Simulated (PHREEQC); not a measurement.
Make-up at 25 °C: 0.0062 mol/kgw NH4HS, 0.00012 mol/kgw HCl and 3.8e-05 mol/kgw FeCl2. Closed to the air; pH follows from the charge balance.

Model: ion-association model, phreeqc.dat, run in PHREEQC.

Each row changes one thing in this solution. Precipitation was switched off in this run.

```
case                                            pH  ionic strength (mol/kgw)  Fe+2 (mol/kgw)
--------------------------------------------  ----  ------------------------  --------------
as made                                       8.02                   0.00588         1.33e-9
NH4HS left out                                3.93                  0.000234         3.80e-5
HCl from 0.00012 to 0.0006 mol/kgw            7.74                   0.00603         1.54e-9
0.0036 mol/kgw SrCl2 added                    8.01                    0.0167         1.73e-9
NH4HS from 0.0062 to 0.031 mol/kgw            8.08                    0.0293        3.10e-11
FeCl2 replaced by FeSO4 at the same molality  8.02                   0.00592         1.33e-9
```

Some of these states are supersaturated (in Mackinawite, FeS(ppt), for instance).
